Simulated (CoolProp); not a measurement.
Properties of o-xylene along the isotherm 346.85 °C.

Values from CoolProp's reference Helmholtz-energy equation of state, Zhou 2012.

```
p (MPa)  phase       Z  cp (kJ/(kg K))  cv (kJ/(kg K))  expansivity (1/kK)  viscosity (µPa s)
-------  -----  ------  --------------  --------------  ------------------  -----------------
0.00591    gas  0.9994           2.280           2.202               1.616               13.3
0.00955    gas  0.9990           2.281           2.202               1.618               13.3
0.0154     gas  0.9984           2.281           2.202               1.621               13.3
0.0249     gas  0.9974           2.282           2.202               1.627               13.3
0.0403     gas  0.9957           2.283           2.203               1.635               13.3
0.065      gas  0.9931           2.284           2.204               1.649               13.4
0.105      gas  0.9888           2.287           2.205               1.672               13.4
0.17       gas  0.9818               ?           2.207               1.711               13.4
0.274      gas  0.9705               ?           2.211               1.776               13.5
0.443      gas  0.9519           2.314           2.217               1.892               13.6
0.716      gas  0.9208           2.341           2.228               2.108               13.7
1.16       gas  0.8671           2.395           2.248               2.568               14.0
1.87       gas  0.7698           2.539               ?               3.826               14.4
```

Problem. Complete the blanks.

Solution. 
- 0.17, cp (kJ/(kg K)): 2.292
- 0.274, cp (kJ/(kg K)): 2.300
- 1.87, cv (kJ/(kg K)): 2.290

Viscosity comes from a separate model (Cao 2016).
